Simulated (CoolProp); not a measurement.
Properties of acetone along the isotherm 550 K.

Computed with CoolProp (reference Helmholtz-energy equation of state, Lemmon 2006). It is a short technical equation, of lower accuracy than the large ones.

| p (MPa) | phase | density (kg/m³) | cp (kJ/(kg K)) |
|---|---|---|---|
| 0.0223 | gas | 0.2836 | 1.993 |
| 0.0327 | gas | 0.4162 | 1.994 |
| 0.048 | gas | 0.6115 | 1.995 |
| 0.0704 | gas | 0.8982 | 1.997 |
| 0.103 | gas | 1.317 | 2.000 |
| 0.152 | gas | 1.949 | 2.004 |
| 0.223 | gas | 2.873 | 2.010 |
| 0.327 | gas | 4.242 | 2.019 |
| 0.48 | gas | 6.291 | 2.032 |
| 0.704 | gas | 9.368 | 2.053 |
| 1.03 | gas | 14.02 | 2.087 |
| 1.52 | gas | 21.46 | 2.143 |
| 2.23 | gas | 33.31 | 2.241 |
| 3.27 | gas | 53.69 | 2.440 |
| 4.8 | supercritical | 94.04 | 2.963 |
| 7.04 | supercritical | 211.7 | 5.411 |
